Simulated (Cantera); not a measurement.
Charge: 1 mol SiH4, 0.31 mol C3H8, 8.4 mol H2, equilibrated at 0.0133 bar.

These are equilibrium values from Cantera (NASA tables, ideal gas, pure condensed phases), not measurements of a reactor. Candidate condensed phases: C, C6H6, C7H8, C8H18, Si, SiC; 87 gas species. Mutual solubility and eutectic melting of coexisting phases are not modelled. Kinetics and transport are ignored. All values below are at 977 °C.

Base state: H2 1.000 (mole fractions); condensed: Si(s) + SiC(s).

Problem. What changes in the equilibrium state with this change: SiH4 replaced by SiHCl3?

Solution. 
```tsv
species	before	after
H2	1.000	0.755
HCl	0	0.239
SiCl4	0	0.00332
SiCl2	0	0.00152
SiCl3	0	0.000840
SiHCl3	0	0.000374
CH4	3.31e-7	2.36e-5
Si(s), mol	0.0700	0
SiC(s), mol	0.930	0.930
```
The tables' values for SiCl3 are old estimates; treat these amounts as uncertain.
